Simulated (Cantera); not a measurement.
## Low-pressure radical oxidation in H2/O2

An isothermal, constant-pressure homogeneous reactor starts with H₂ : O₂ : N₂ = 0.0052 : 1 : 4.5 (molar parts), equivalence ratio 0.0026, at 1223 K and 10.00 Torr.

Cantera simulation using the H2/O2 subset of GRI-Mech 3.0, which has no nitrogen chemistry; the numbers are that mechanism's predictions, not measurements. Radical loss at walls, strong at low pressure, is not modelled.

| t (s) | x H₂ | x O₂ | x HO₂ | x H | x H₂O | x H₂O₂ | x OH |
|---|---|---|---|---|---|---|---|
| 3.00e-6 | 0.000945 | 0.182 | <1e-12 | <1e-12 | <1e-12 | <1e-12 | <1e-12 |
| 1.05e-5 | 0.000945 | 0.182 | 2.54e-12 | 2.48e-12 | <1e-12 | <1e-12 | <1e-12 |
| 3.70e-5 | 0.000945 | 0.182 | 8.93e-12 | 8.17e-12 | <1e-12 | <1e-12 | <1e-12 |
| 0.000130 | 0.000945 | 0.182 | 3.14e-11 | 2.34e-11 | <1e-12 | <1e-12 | 8.01e-12 |
| 0.000456 | 0.000945 | 0.182 | 1.10e-10 | 4.70e-11 | 3.41e-12 | <1e-12 | 6.48e-11 |
| 0.00160 | 0.000945 | 0.182 | 3.87e-10 | 7.36e-11 | 7.31e-11 | <1e-12 | 3.53e-10 |
| 0.00562 | 0.000945 | 0.182 | 1.36e-9 | 2.06e-10 | 1.38e-9 | <1e-12 | 2.02e-9 |
| 0.0197 | 0.000944 | 0.182 | 4.92e-9 | 4.06e-9 | 6.79e-8 | 2.55e-12 | 4.95e-8 |
| 0.0693 | 0.000360 | 0.181 | 1.79e-7 | 3.20e-5 | 0.000474 | 6.73e-9 | 0.000188 |
| 0.243 | 2.00e-6 | 0.181 | 8.81e-8 | 1.87e-5 | 0.000894 | 1.35e-9 | 7.85e-5 |
| 0.854 | 1.49e-6 | 0.181 | 7.60e-8 | 1.20e-5 | 0.000903 | 1.24e-9 | 6.79e-5 |
| 3.00 | 6.78e-7 | 0.181 | 5.00e-8 | 3.63e-6 | 0.000919 | 8.87e-10 | 4.59e-5 |
x: mole fraction; the columns are a selection and need not sum to one.

Equilibrium at this temperature and pressure: H₂ 3.93e-10, O₂ 0.181, HO₂ 5.10e-10, H 5.20e-11, H₂O 0.000944, H₂O₂ 1.36e-12, OH 1.12e-6 (gas phase only).
